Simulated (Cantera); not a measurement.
# Catalytic stagnation flow on Pt

A jet of CH4 : O2 : N2 = 0.071 : 0.059 : 0.79 (molar parts) at 300 K and 12000 Pa hits a platinum plate 6.3 cm away at a mass flux of 0.065 kg/m²/s; the plate temperature is set and raised in steps from an oxygen-covered start.

Computed with Cantera and Deutschmann's 1995 Pt surface mechanism with GRI-Mech 3.0 gas chemistry. Catalytic surfaces can have several steady states; this one follows from the mechanism file's or the stated starting coverage.

```tsv
plate T (K)	wall x CH4	wall x O2	wall x H2O	wall x OH	wall x CO	wall x CO2	θ free Pt	θ H*	θ CO*	θ C*
950	0.0333	0.00850	0.0558	<1e-8	0.0457	1.88e-5	0.262	0.00191	0.0514	0.684
1000	0.0231	0.00559	0.0512	<1e-8	0.0561	3.09e-5	0.341	0.00242	0.0470	0.609
1050	0.00863	0.00210	0.0435	<1e-8	0.0706	0.000166	0.588	0.00338	0.0836	0.325
1100	0.00435	0.00114	0.0405	<1e-8	0.0744	0.000882	0.824	0.00352	0.0877	0.0844
1150	0.00358	0.000981	0.0391	<1e-8	0.0740	0.00216	0.911	0.00317	0.0575	0.0279
1200	0.00339	0.000957	0.0377	<1e-8	0.0725	0.00396	0.951	0.00281	0.0347	0.0110
1250	0.00331	0.000955	0.0358	1.85e-8	0.0704	0.00645	0.972	0.00249	0.0209	0.00483
```
x: mole fraction at the wall; θ: surface coverage.
